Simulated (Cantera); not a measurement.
# Hydrocarbon pyrolysis for carbon deposition

An isothermal, constant-pressure homogeneous reactor starts with 47.6 % C2H6, 52.4 % H2, at 1350 K and 0.00160 bar.

Cantera simulation using GRI-Mech 3.0 (53 species, 325 reactions); the numbers are that mechanism's predictions, not measurements. GRI-Mech 3.0 stops at C3 and has no aromatics, soot or wall deposition, so with more carbon than oxygen in the feed, carbon stays in small species such as C2H2 where larger ones or solid carbon would form. Radical loss at walls, strong at low pressure, is not modelled.

```json
[
 {"t (s)": "1.00e-5", "x C2H6": "0.476", "x H2": "0.524", "x H": "3.67e-8", "x C2H4": "1.58e-10", "x CH2": "<1e-12", "x C2H": "<1e-12", "x CH3": "1.54e-5"},
 {"t (s)": "2.42e-5", "x C2H6": "0.476", "x H2": "0.524", "x H": "1.76e-7", "x C2H4": "2.43e-9", "x CH2": "1.12e-12", "x C2H": "<1e-12", "x CH3": "3.71e-5"},
 {"t (s)": "5.88e-5", "x C2H6": "0.476", "x H2": "0.524", "x H": "7.23e-7", "x C2H4": "4.22e-8", "x CH2": "1.59e-11", "x C2H": "<1e-12", "x CH3": "8.87e-5"},
 {"t (s)": "0.000143", "x C2H6": "0.476", "x H2": "0.524", "x H": "2.46e-6", "x C2H4": "7.32e-7", "x CH2": "2.17e-10", "x C2H": "<1e-12", "x CH3": "0.000208"},
 {"t (s)": "0.000346", "x C2H6": "0.476", "x H2": "0.524", "x H": "7.75e-6", "x C2H4": "1.16e-5", "x CH2": "2.72e-9", "x C2H": "<1e-12", "x CH3": "0.000469"},
 {"t (s)": "0.000838", "x C2H6": "0.475", "x H2": "0.524", "x H": "2.48e-5", "x C2H4": "0.000160", "x CH2": "2.73e-8", "x C2H": "<1e-12", "x CH3": "0.000963"},
 {"t (s)": "0.00203", "x C2H6": "0.470", "x H2": "0.524", "x H": "7.27e-5", "x C2H4": "0.00177", "x CH2": "1.70e-7", "x C2H": "<1e-12", "x CH3": "0.00182"},
 {"t (s)": "0.00492", "x C2H6": "0.447", "x H2": "0.525", "x H": "0.000155", "x C2H4": "0.0124", "x CH2": "6.70e-7", "x C2H": "3.98e-12", "x CH3": "0.00421"},
 {"t (s)": "0.0119", "x C2H6": "0.366", "x H2": "0.527", "x H": "0.000265", "x C2H4": "0.0522", "x CH2": "1.60e-6", "x C2H": "1.67e-10", "x CH3": "0.00900"},
 {"t (s)": "0.0289", "x C2H6": "0.191", "x H2": "0.518", "x H": "0.000366", "x C2H4": "0.129", "x CH2": "1.84e-6", "x C2H": "2.54e-9", "x CH3": "0.0105"},
 {"t (s)": "0.0702", "x C2H6": "0.0405", "x H2": "0.507", "x H": "0.000364", "x C2H4": "0.175", "x CH2": "8.76e-7", "x C2H": "1.20e-8", "x CH3": "0.00549"},
 {"t (s)": "0.170", "x C2H6": "0.00451", "x H2": "0.519", "x H": "0.000163", "x C2H4": "0.160", "x CH2": "1.82e-7", "x C2H": "1.11e-8", "x CH3": "0.00166"},
 {"t (s)": "0.412", "x C2H6": "0.000598", "x H2": "0.531", "x H": "6.36e-5", "x C2H4": "0.136", "x CH2": "3.55e-8", "x C2H": "5.99e-9", "x CH3": "0.000601"},
 {"t (s)": "1.00", "x C2H6": "8.96e-5", "x H2": "0.541", "x H": "2.71e-5", "x C2H4": "0.114", "x CH2": "7.18e-9", "x C2H": "3.12e-9", "x CH3": "0.000246"}
]
```
x: mole fraction; the columns are a selection and need not sum to one.

Equilibrium at this temperature and pressure: C2H6 1.63e-8, H2 0.754, H 5.21e-5, C2H4 0.000438, CH2 1.67e-10, C2H 1.12e-8, CH3 3.62e-6 (gas phase only).
